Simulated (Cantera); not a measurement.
A closed system holds: 1 mol Si3N4, 22 mol H2, 0.54 mol Cl2, at 0.173 Torr.

Cantera equilibrium calculation (NASA polynomials, part measured and part estimated; ideal gas, pure solids and liquids). Candidate condensed phases: NH4Cl, Si, Si3N4; 28 gas species. Mutual solubility and eutectic melting of coexisting phases are not modelled. Gases not in the tables: Si2H6 and higher silanes. The numbers say what is thermodynamically allowed, not how fast it happens.

Task: Which condensed phases are stable at each of these points (T (°C)): 702, 777, 852, 927, 1002, 1077, 1152, 1227, 1302, 1377, 1452?

Result: 
```tsv
T (°C)	condensed phases	Si condensed (%)
702	Si3N4(s)	99.9
777	Si3N4(s)	99.9
852	Si3N4(s)	99.6
927	Si3N4(s)	99.0
1002	Si3N4(s)	97.7
1077	Si(s) + Si3N4(s)	96.6
1152	Si(s) + Si3N4(s)	96.5
1227	Si(s)	96.3
1302	Si(s)	95.9
1377	Si(s)	95.0
1452	Si(l)	92.1
```

From 702 °C to 1002 °C the condensed part is Si3N4(s). From 1077 °C to 1152 °C the condensed part is Si(s) + Si3N4(s). From 1227 °C to 1377 °C the condensed part is Si(s). At 1452 °C the condensed part is Si(l).
